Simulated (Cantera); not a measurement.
**Carbon deposition, reforming and gasification: toluene + H2 + O2**

A closed system holds: 1 mol toluene, 4.7 mol H2, 0.74 mol O2, held at 1350 Torr.

These are equilibrium values from Cantera (NASA tables, ideal gas, pure condensed phases), not measurements of a reactor. Candidate condensed phases: C, C6H6, C7H8, C8H18, H2O; 110 gas species. The numbers say what is thermodynamically allowed, not how fast it happens.

```csv
T (K),x H2,x CO,x H,x C2H2 (acetylene),n C(graphite)
1500,0.851,0.145,1.21e-5,7.68e-6,5.49
1650,0.853,0.145,6.25e-5,3.89e-5,5.50
1800,0.853,0.145,0.000246,0.000150,5.51
1950,0.853,0.145,0.000789,0.000466,5.50
2100,0.851,0.145,0.00214,0.00123,5.49
2250,0.847,0.145,0.00509,0.00283,5.46
2400,0.838,0.145,0.0109,0.00584,5.40
2550,0.824,0.144,0.0211,0.0110,5.29
2700,0.800,0.143,0.0379,0.0189,5.12
2850,0.765,0.141,0.0634,0.0301,4.85
3000,0.715,0.138,0.0995,0.0445,4.48
```
x: gas mole fraction; n: condensed amount in mol.

From 1500 K to 3000 K the condensed part is C(graphite). The main C-bearing gas is CO throughout. The share of C in condensed phases is highest at 1800 K (78.7 %) and lowest at 3000 K (64.0 %).
